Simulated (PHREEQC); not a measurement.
Dissolve 0.065 mol CuSO4, 3.4e-05 mol H3AsO4 and 0.23 mol NaH2PO4 per kg of water at 25 °C. Closed to the air; pH follows from the charge balance.

All values are PHREEQC results (ion-association model, wateq4f.dat), not measurements.

```yaml
pH: 4.34
ionic_strength: 0.397 mol/kgw
activity_of_water: 0.990
total_alkalinity: -0.0340 meq/kg
```

```
species  molality  activity   log γ
-------  --------  --------  ------
H2PO4-      0.228     0.161  -0.152
Na+         0.221     0.158  -0.146
Cu+2       0.0460    0.0123  -0.573
SO4-2      0.0367   0.00827  -0.647
CuSO4      0.0190    0.0208   0.040
NaSO4-    0.00927   0.00654  -0.152
H3PO4    0.000983   0.00108   0.040
HPO4-2   0.000939  0.000219  -0.631
```

Precipitation was switched off in this run. Examples of supersaturated solids here: Cu3(PO4)2:3H2O, Antlerite. Others may be too. H3PO4, which wateq4f.dat lacks, is added to it with the constant of phreeqc.dat. The database has no phosphate complexes of Cu. The database has no arsenate complexes of Cu.
